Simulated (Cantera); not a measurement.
An adiabatic, constant-pressure homogeneous reactor starts with H2 : O2 : N2 : NO = 1 : 1.25 : 4.62 : 0.017 (molar parts), at 975 K and 9.77 atm. Integrator tolerance rtol = 1e-08.

Computed with Cantera and GRI-Mech 3.0 (53 species, 325 reactions). The hydrogen kinetics of GRI-Mech 3.0 are dated; newer H2 mechanisms differ, most at raised pressure. The mechanism lacks 2 NO + O2 → 2 NO2 and HONO, so NO2 and the effect of NO are under-described below about 1400 K.

Q: What does this change do: initial temperature 975 to 1625 K?

A: 
| quantity | before | after |
|---|---|---|
| time of steepest temperature rise | 0.270 ms | 1.10 µs |
| temperature at 1.00 s | 2016 K | 2540 K |
| equilibrium temperature | 2015 K | 2540 K |
| x(H2) at 1.00 s | 4.77e-5 (gas-phase equilibrium 4.73e-5) | 0.00106 (gas-phase equilibrium 0.00106) |
| x(O2) at 1.00 s | 0.116 (gas-phase equilibrium 0.115) | 0.107 (gas-phase equilibrium 0.107) |
| x(NO) at 1.00 s | 0.00512 (gas-phase equilibrium 0.00568) | 0.0168 (gas-phase equilibrium 0.0168) |
| x(OH) at 1.00 s | 0.00135 (gas-phase equilibrium 0.00134) | 0.00957 (gas-phase equilibrium 0.00957) |
| x(H2O2) at 1.00 s | 3.27e-7 (gas-phase equilibrium 3.25e-7) | 1.18e-6 (gas-phase equilibrium 1.18e-6) |
| x(HO2) at 1.00 s | 4.28e-6 (gas-phase equilibrium 4.25e-6) | 2.08e-5 (gas-phase equilibrium 2.08e-5) |
| x(N2) at 1.00 s | 0.722 (gas-phase equilibrium 0.722) | 0.713 (gas-phase equilibrium 0.713) |
